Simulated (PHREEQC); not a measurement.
Consider water at 25 °C with 0.00099 mol Cu(BF4)2 and 0.0094 mol HCl per kg of water. Closed to the air; pH follows from the charge balance.

Equilibrium calculation in PHREEQC: ion-association model, wateq4f.dat.

Precipitation was switched off in this run.

Estimate the pH, ionic strength.

pH 2.10; ionic strength 0.0117 mol/kgw.

In which forms is Cu present?

Cu+2 98 %, CuCl+ 1.6 % of the Cu.

Complexes and solids missing from the database can't appear. Real BF4- forms and hydrolyses slowly; the run takes it at equilibrium.
